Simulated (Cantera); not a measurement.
An isothermal, constant-pressure homogeneous reactor starts with CO : O2 : H2O : N2 = 0.0025 : 0.013 : 0.0014 : 1 (molar parts), equivalence ratio 0.096, at 1148 K and 0.118 atm.

Cantera simulation using GRI-Mech 3.0 (53 species, 325 reactions); the numbers are that mechanism's predictions, not measurements.

x: mole fraction; the columns are a selection and need not sum to one.

```
t (s)        x CO    x O2    x H2O     x HO2       x H     x NO       x O
--------  -------  ------  -------  --------  --------  -------  --------
0.000400  0.00246  0.0128  0.00138    <1e-12    <1e-12   <1e-12  3.13e-11
0.000976  0.00246  0.0128  0.00138    <1e-12    <1e-12   <1e-12  7.61e-11
0.00238   0.00246  0.0128  0.00138    <1e-12  1.85e-12   <1e-12  1.86e-10
0.00582   0.00246  0.0128  0.00138  3.17e-12  1.22e-11   <1e-12  4.79e-10
0.0142    0.00246  0.0128  0.00138  3.38e-11  8.89e-11   <1e-12   1.74e-9
0.0346    0.00246  0.0128  0.00138  8.94e-10   1.60e-9   <1e-12   2.41e-8
0.0845    0.00244  0.0128  0.00137   1.59e-7   9.92e-7   <1e-12   1.22e-5
0.206           …  0.0118  0.00130   3.70e-7   7.90e-5  4.77e-8  0.000256
0.504           …  0.0116  0.00137   1.68e-7   3.28e-6  7.32e-8   2.99e-5
1.23            …  0.0116  0.00138   5.04e-8   1.76e-7  7.61e-8   4.21e-6
3.00            …  0.0116  0.00138   1.19e-8   1.27e-8  7.71e-8   7.22e-7
```

Problem. Fill in the missing entries.

Solution. 
- 0.206, x CO: 0.000673
- 0.504, x CO: 6.78e-5
- 1.23, x CO: 9.64e-6
- 3.00, x CO: 1.43e-6
